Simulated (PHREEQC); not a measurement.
Solution (25 °C): 0.005 mol/kgw KOH, 5.2e-05 mol/kgw Al(NO3)3 and 5.8e-06 mol/kgw CO2. Closed to the air; pH follows from the charge balance.

Equilibrium calculation in PHREEQC: ion-association model, phreeqc.dat.

This is a speciation only: nothing precipitates in the calculation.

Q: Predict the pH.

A: pH 11.64.

Q: In which forms is C present?

A: CO3-2 96 %, HCO3- 3.8 % of the C.

Species that the database lacks are ignored.
